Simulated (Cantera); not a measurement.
**Stirred combustor or abatement burner**

A perfectly stirred reactor is fed with 4.70 % CH4, 20.0 % O2, 75.3 % N2, equivalence ratio 0.47, at 0.310 bar; it is adiabatic with a 573 K inlet, and is followed from long to short residence time, starting on the burning branch (τ in s: 0.43, 0.21, 0.1, 0.049, 0.024, 0.012, 0.0057, 0.0028, 0.0013, 0.00065, 0.00032, 0.00015, 7.5e-05).

Computed with Cantera and GRI-Mech 3.0 (53 species, 325 reactions).

```tsv
τ (s)	T (K)	x CH4	x O2	x C2H2	x CH2CO	x CO	x CO2
0.43	1636	8.08e-6	0.106	1.14e-10	2.69e-10	0.000232	0.0468
0.21	1633	1.26e-5	0.106	1.52e-10	4.73e-10	0.000374	0.0466
0.10	1627	2.00e-5	0.106	1.97e-10	8.19e-10	0.000612	0.0463
0.049	1620	3.12e-5	0.106	2.49e-10	1.37e-9	0.000977	0.0459
0.024	1608	4.91e-5	0.106	3.23e-10	2.30e-9	0.00155	0.0453
0.012	1592	7.76e-5	0.106	4.43e-10	3.95e-9	0.00242	0.0444
0.0057	1567	0.000132	0.107	7.05e-10	7.63e-9	0.00388	0.0428
0.0028	1533	0.000233	0.108	1.34e-9	1.63e-8	0.00613	0.0403
0.0013	1481	0.000492	0.110	3.88e-9	4.86e-8	0.0103	0.0357
0.00065	1407	0.00132	0.116	2.20e-8	2.53e-7	0.0172	0.0276
0.00032	573	0.0470	0.200	<1e-12	<1e-12	<1e-12	<1e-12
0.00015	573	0.0470	0.200	<1e-12	<1e-12	<1e-12	<1e-12
7.5e-5	573	0.0470	0.200	<1e-12	<1e-12	<1e-12	<1e-12
```
x: mole fraction; the columns are a selection and need not sum to one.
